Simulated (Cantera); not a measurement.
# Stirred combustor or abatement burner

A perfectly stirred reactor is fed with 4.70 % CH₄, 20.0 % O₂, 75.3 % N₂, equivalence ratio 0.47, at 5.00 bar; it is adiabatic with a 625 K inlet, and is followed from long to short residence time, starting on the burning branch (τ in s: 0.065, 0.026, 0.011, 0.0043, 0.0017, 0.00071, 0.00029, 0.00012, 4.7e-05, 1.9e-05, 7.6e-06, 3.1e-06).

Detailed kinetics in Cantera: GRI-Mech 3.0 (53 species, 325 reactions).

```json
[
 {"τ (s)": "0.065", "T (K)": "1685", "x CH₄": "1.20e-5", "x O₂": "0.106", "x NO₂": "3.22e-8", "x HO₂": "1.71e-6", "x CH₂O": "1.12e-6", "x CO": "0.000146"},
 {"τ (s)": "0.026", "T (K)": "1683", "x CH₄": "2.28e-5", "x O₂": "0.106", "x NO₂": "3.71e-8", "x HO₂": "2.95e-6", "x CH₂O": "2.18e-6", "x CO": "0.000286"},
 {"τ (s)": "0.011", "T (K)": "1680", "x CH₄": "4.13e-5", "x O₂": "0.106", "x NO₂": "4.26e-8", "x HO₂": "5.14e-6", "x CH₂O": "4.08e-6", "x CO": "0.000535"},
 {"τ (s)": "0.0043", "T (K)": "1674", "x CH₄": "7.95e-5", "x O₂": "0.107", "x NO₂": "4.42e-8", "x HO₂": "9.67e-6", "x CH₂O": "8.18e-6", "x CO": "0.00107"},
 {"τ (s)": "0.0017", "T (K)": "1662", "x CH₄": "0.000156", "x O₂": "0.107", "x NO₂": "3.74e-8", "x HO₂": "1.84e-5", "x CH₂O": "1.67e-5", "x CO": "0.00214"},
 {"τ (s)": "0.00071", "T (K)": "1639", "x CH₄": "0.000321", "x O₂": "0.109", "x NO₂": "2.56e-8", "x HO₂": "3.53e-5", "x CH₂O": "3.49e-5", "x CO": "0.00432"},
 {"τ (s)": "0.00029", "T (K)": "625", "x CH₄": "0.0470", "x O₂": "0.200", "x NO₂": "<1e-12", "x HO₂": "<1e-12", "x CH₂O": "<1e-12", "x CO": "<1e-12"},
 {"τ (s)": "0.00012", "T (K)": "625", "x CH₄": "0.0470", "x O₂": "0.200", "x NO₂": "<1e-12", "x HO₂": "<1e-12", "x CH₂O": "<1e-12", "x CO": "<1e-12"},
 {"τ (s)": "4.7e-5", "T (K)": "625", "x CH₄": "0.0470", "x O₂": "0.200", "x NO₂": "<1e-12", "x HO₂": "<1e-12", "x CH₂O": "<1e-12", "x CO": "<1e-12"},
 {"τ (s)": "1.9e-5", "T (K)": "625", "x CH₄": "0.0470", "x O₂": "0.200", "x NO₂": "<1e-12", "x HO₂": "<1e-12", "x CH₂O": "<1e-12", "x CO": "<1e-12"},
 {"τ (s)": "7.6e-6", "T (K)": "625", "x CH₄": "0.0470", "x O₂": "0.200", "x NO₂": "<1e-12", "x HO₂": "<1e-12", "x CH₂O": "<1e-12", "x CO": "<1e-12"},
 {"τ (s)": "3.1e-6", "T (K)": "625", "x CH₄": "0.0470", "x O₂": "0.200", "x NO₂": "<1e-12", "x HO₂": "<1e-12", "x CH₂O": "<1e-12", "x CO": "<1e-12"}
]
```
x: mole fraction; the columns are a selection and need not sum to one.
